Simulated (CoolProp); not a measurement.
Acetone at several states: density (kg/m³) from the reference equation and from simpler models built on Tc = 235.0 °C, pc = 46.92 bar, ω = 0.307; each cubic takes its own stable root.

The numbers come from the reference Helmholtz-energy equation of state, Lemmon 2006 in CoolProp. It is a short technical equation, of lower accuracy than the large ones.

```
T (°C)  p (bar)   phase  reference  van der Waals  Redlich-Kwong  Soave-Redlich-Kwong  Peng-Robinson
------  -------  ------  ---------  -------------  -------------  -------------------  -------------
-27.15       38  liquid      843.8          431.1          637.0                652.2          732.6
-18.25    0.194  liquid      831.7         0.5348          627.3                644.4          724.7
231.35    0.394     gas     0.5474         0.5469         0.5471               0.5471         0.5473
```

At some of these states van der Waals gives the other phase, because its saturation line lies elsewhere.
